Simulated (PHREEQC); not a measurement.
Dissolve 0.0024 mol/kgw ZnSO4, 0.0008 mol/kgw KCl and 0.00012 mol/kgw H2SO4 at 55 °C. Closed to the air; pH follows from the charge balance.

All values are PHREEQC results (ion-association model, wateq4f.dat), not measurements.

```yaml
pH: 3.76
ionic_strength: 0.00865 mol/kgw
total_alkalinity: -0.240 meq/kg
```

```tsv
species	molality	activity	log γ
SO4-2	0.00196	0.00131	-0.174
Zn+2	0.00190	0.00128	-0.169
Cl-	0.000791	0.000713	-0.045
K+	0.000788	0.000710	-0.045
ZnSO4	0.000486	0.000487	0.001
H+	0.000190	0.000173	-0.039
HSO4-	5.04e-5	4.56e-5	-0.044
KSO4-	1.16e-5	1.05e-5	-0.043
ZnCl+	9.09e-6	8.20e-6	-0.045
Zn(SO4)2-2	6.35e-6	4.21e-6	-0.178
ZnOH+	7.12e-8	6.43e-8	-0.045
```

Precipitation was switched off in this run. Constants without temperature data keep their 25 °C values here.
